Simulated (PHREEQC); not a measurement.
## Leach liquor

Consider water at 20 °C with 0.73 mol H2SO4, 0.029 mol Li2SO4 and 0.1 mol Na2SeO3 per kg of water. Closed to the air; pH follows from the charge balance.

Computed with PHREEQC (ion-association model, wateq4f.dat).

* **pH**: 0.36
* **ionic strength**: 0.897 mol/kgw
* **activity of water**: 0.971
* **total alkalinity**: -1460 meq/kg

```
species  molality  activity   log γ
-------  --------  --------  ------
HSO4-       0.677     0.427  -0.200
H+          0.584     0.437  -0.126
Na+         0.189     0.135  -0.146
H2SeO3     0.0994     0.122   0.090
SO4-2      0.0685    0.0112  -0.787
Li+        0.0552    0.0375  -0.167
NaSO4-     0.0111   0.00733  -0.179
LiSO4-    0.00282   0.00183  -0.188
HSeO3-   0.000641  0.000497  -0.110
```

This is a speciation only: nothing precipitates in the calculation. Caution: at this ionic strength the ion-association model is outside its range; a Pitzer model would be the better tool where its parameters exist. Complexes and solids missing from the database can't appear.
